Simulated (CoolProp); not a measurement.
A simple Rankine cycle with R114: condensing at 326.15 K, boiler at 1.8 MPa, turbine inlet 400.4 K, turbine efficiency 0.75, pump efficiency 0.6, no recuperator. Each further row changes one setting.

Values from CoolProp's reference Helmholtz-energy equation of state, Platzer 1990. This equation is an older, rougher fit; its heat capacities, sound speeds and derivatives of the liquid may be far off and weren't checked against measurements.

```json
[
 {"case": "as stated", "thermal efficiency (%)": "8.5", "net work (kJ/kg)": "13.5", "heat in (kJ/kg)": "159", "turbine exit temperature (K)": "363.4", "volume ratio over the turbine": "4.26"},
 {"case": "turbine inlet 420.4 K", "thermal efficiency (%)": "8.4", "net work (kJ/kg)": "14.9", "heat in (kJ/kg)": "178", "turbine exit temperature (K)": "385.5", "volume ratio over the turbine": "4.06"},
 {"case": "condensing temperature 318.15 K", "thermal efficiency (%)": "9.6", "net work (kJ/kg)": "15.9", "heat in (kJ/kg)": "167", "turbine exit temperature (K)": "358.8", "volume ratio over the turbine": "5.31"},
 {"case": "boiler pressure 1.26 MPa", "thermal efficiency (%)": "6.5", "net work (kJ/kg)": "10.9", "heat in (kJ/kg)": "166", "turbine exit temperature (K)": "376.4", "volume ratio over the turbine": "2.74"},
 {"case": "turbine efficiency 0.65", "thermal efficiency (%)": "7.2", "net work (kJ/kg)": "11.4", "heat in (kJ/kg)": "159", "turbine exit temperature (K)": "366.0", "volume ratio over the turbine": "4.30"}
]
```
